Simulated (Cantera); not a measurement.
Mixture: 41.6 % H2, 12.2 % O2, 46.2 % N2, equivalence ratio 1.7, at 180000 Pa, adiabatic and at constant volume. Ignition delay is the time to a rise of 400 K.

Computed with Cantera and GRI-Mech 3.0 (53 species, 325 reactions). Below about 950 K walls govern HO2 and H2O2 in real vessels. Where the delays flatten at high temperature, the 400 K rule measures the pace of heat release, not the induction time.

Q: Predict: delay at 900 K; delay at 1100 K; delay at 1300 K; delay at 1500 K; delay at 1700 K.

A: 
```json
{
  "delay at 900 K": "0.196 s",
  "delay at 1100 K": "67.9 µs",
  "delay at 1300 K": "16.5 µs",
  "delay at 1500 K": "8.03 µs",
  "delay at 1700 K": "5.36 µs"
}
```
